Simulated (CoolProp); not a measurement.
Vapour-liquid equilibrium of R114 (1) + R113 (2) at 7.81 bar; x and y are mole fractions of (1).

Model: multi-fluid Helmholtz-energy mixture model, Platzer 1990 and Marx 1992; pair parameters Bell 2016, in CoolProp. This equation is an older, rougher fit; its heat capacities, sound speeds and derivatives of the liquid may be far off and weren't checked against measurements.

```json
[
 {"x": "0.05", "bubble temperature (K)": "395.8", "y at the bubble point": "0.110", "dew temperature at overall composition x (K)": "398.0", "liquid density (mol/L)": "6.922"},
 {"x": "0.2", "bubble temperature (K)": "384.6", "y at the bubble point": "0.382", "dew temperature at overall composition x (K)": "392.3", "liquid density (mol/L)": "7.077"},
 {"x": "0.35", "bubble temperature (K)": "374.9", "y at the bubble point": "0.581", "dew temperature at overall composition x (K)": "386.0", "liquid density (mol/L)": "7.211"},
 {"x": "0.5", "bubble temperature (K)": "366.4", "y at the bubble point": "0.726", "dew temperature at overall composition x (K)": "379.0", "liquid density (mol/L)": "7.322"},
 {"x": "0.65", "bubble temperature (K)": "359.2", "y at the bubble point": "0.834", "dew temperature at overall composition x (K)": "371.0", "liquid density (mol/L)": "7.414"},
 {"x": "0.8", "bubble temperature (K)": "352.8", "y at the bubble point": "0.916", "dew temperature at overall composition x (K)": "361.6", "liquid density (mol/L)": "7.488"},
 {"x": "0.95", "bubble temperature (K)": "347.2", "y at the bubble point": "0.981", "dew temperature at overall composition x (K)": "350.0", "liquid density (mol/L)": "7.546"}
]
```

No azeotrope shows between x = 0.05 and 0.95.

The pair parameters rest on a limited set of measurements; away from them the model extrapolates.
